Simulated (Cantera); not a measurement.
# Thermodynamics of carbothermic reduction, feed CuO + C + CO

A closed system holds: 1 mol CuO, 2.3 mol C, 0.3 mol CO, held at 21.8 Torr.

Method: chemical equilibrium by Gibbs-energy minimisation in Cantera with the NASA 1993 tables (ideal gas, pure condensed phases). Candidate condensed phases: C, Cu, CuO, Cu2O; 15 gas species. Kinetics and transport are ignored.

| T (K) | x CO | x Cu | x Cu2 | x CO2 | x C3 | x C | x C2 | n C(graphite) | n Cu(l) |
|---|---|---|---|---|---|---|---|---|---|
| 1650 | 0.997 | 0.00280 | 2.63e-6 | 5.78e-6 | <1e-12 | <1e-12 | <1e-12 | 1.30 | 0.996 |
| 1750 | 0.990 | 0.0103 | 1.58e-5 | 2.89e-6 | <1e-12 | 2.22e-12 | <1e-12 | 1.30 | 0.986 |
| 1850 | 0.967 | 0.0327 | 7.74e-5 | 1.51e-6 | 1.75e-11 | 3.18e-11 | 1.45e-12 | 1.30 | 0.956 |
| 1950 | 0.908 | 0.0921 | 0.000320 | 7.81e-7 | 2.70e-10 | 3.48e-10 | 2.27e-11 | 1.30 | 0.867 |
| 2050 | 0.765 | 0.234 | 0.00114 | 3.44e-7 | 3.18e-9 | 3.00e-9 | 2.71e-10 | 1.30 | 0.599 |
| 2150 | 0.567 | 0.431 | 0.00227 | 1.23e-7 | 2.95e-8 | 2.12e-8 | 2.56e-9 | 1.30 | 0 |
| 2250 | 0.566 | 0.433 | 0.00140 | 8.30e-8 | 2.24e-7 | 1.26e-7 | 1.97e-8 | 1.30 | 0 |
x: gas mole fraction; n: condensed amount in mol.

From 1650 K to 2050 K the condensed part is C(graphite) + Cu(l). From 2150 K to 2250 K the condensed part is C(graphite). The main Cu-bearing gas is Cu throughout.
